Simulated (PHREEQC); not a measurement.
PHREEQC input (ion-association model, phreeqc.dat):

```
SOLUTION 0
  temp 40
  units mmol/kgw
  pH 7 charge
  Cl 6.41
  Pb 3.2
  O(0) 1 O2(g) -0.68
SOLUTION 1-40
  temp 40
  units mmol/kgw
  pH 7 charge
  Cl 2.93
  Ba 0.55
  Pb 0.91
  O(0) 1 O2(g) -0.68
END
EXCHANGE 1-40
  X 0.0068
  -equilibrate 1
END
SELECTED_OUTPUT 1
  -reset false
  -pH true
  -pe true
  -ionic_strength true
  -water true
  -step true
  -totals Ba Cl Pb
  -molalities BaX2 PbX2
  -saturation_indices Pb(OH)2
PRINT
  -reset false
TRANSPORT
  -cells 40
  -shifts 198
  -lengths 0.005
  -time_step 720
  -dispersivities 0.016
  -boundary_conditions flux flux
  -correct_disp true
  -punch_cells 40
  -punch_frequency 6
END
```

Selected output (columns that matter, 25 of 34 rows; pore volumes added in front):

```
pore volumes	pH	mu	Ba	Cl	Pb	m_BaX2	m_PbX2	si_Pb(OH)2
0	4.9776	0.0041926	0.00055	0.00293	0.00091	0.0011866	0.0022134	-0.9196
0.1625	4.9776	0.0041926	0.00055	0.00293	0.00091	0.0011866	0.0022134	-0.9196
0.4625	4.9766	0.0043419	0.00056921	0.0030383	0.00094495	0.0011865	0.0022135	-0.9088
0.6125	4.9732	0.0048436	0.00063345	0.0034043	0.0010637	0.0011862	0.0022138	-0.8753
0.9125	4.9624	0.0064567	0.000824	0.0046028	0.0014724	0.0011642	0.0022358	-0.7888
1.0625	4.9567	0.0071617	0.00087763	0.0051426	0.0016887	0.0011186	0.0022814	-0.7539
1.2125	4.9512	0.0076867	0.00088008	0.0055583	0.0018941	0.0010434	0.0023566	-0.7247
1.5125	4.9407	0.008268	0.00076642	0.0060561	0.0022566	0.00083835	0.0025617	-0.6797
1.6625	4.9362	0.0084005	0.00067975	0.006188	0.0024093	0.00072828	0.0026717	-0.6627
1.8125	4.9322	0.0084724	0.00058911	0.0062724	0.0025421	0.00062277	0.0027772	-0.6488
2.1125	4.9257	0.0085188	0.00042142	0.0063584	0.0027528	0.00043914	0.0029609	-0.6281
2.2625	4.9232	0.0085185	0.00035025	0.0063787	0.0028341	0.0003636	0.0030364	-0.6205
2.4125	4.9211	0.008512	0.00028861	0.0063911	0.0029019	0.00029885	0.0031011	-0.6144
2.7125	4.9179	0.008493	0.00019214	0.0064031	0.0030044	0.00019837	0.0032016	-0.6055
2.8625	4.9167	0.0084836	0.00015557	0.0064059	0.0030424	0.00016048	0.0032395	-0.6022
3.1625	4.915	0.0084678	0.00010083	0.0064085	0.0030984	0.00010389	0.0032961	-0.5976
3.3125	4.9143	0.0084615	8.0797e-05	0.0064091	0.0031188	8.3222e-05	0.0033168	-0.5959
3.4625	4.9138	0.0084564	6.4585e-05	0.0064095	0.0031352	6.6505e-05	0.0033335	-0.5946
3.7625	4.9131	0.0084486	4.1014e-05	0.0064098	0.0031589	4.2218e-05	0.0033578	-0.5926
3.9125	4.9128	0.0084458	3.2602e-05	0.0064099	0.0031673	3.3554e-05	0.0033664	-0.592
4.2125	4.9125	0.0084417	2.0517e-05	0.00641	0.0031795	2.1113e-05	0.0033789	-0.591
4.3625	4.9123	0.0084403	1.625e-05	0.00641	0.0031837	1.672e-05	0.0033833	-0.5906
4.5125	4.9122	0.0084391	1.2858e-05	0.00641	0.0031871	1.3229e-05	0.0033868	-0.5904
4.8125	4.9121	0.0084374	8.0316e-06	0.00641	0.003192	8.2632e-06	0.0033917	-0.59
4.9625	4.912	0.0084369	6.3416e-06	0.00641	0.0031937	6.5243e-06	0.0033935	-0.5899
```

At this temperature some constants are extrapolated from 25 °C, and those without enthalpy data are left unchanged.
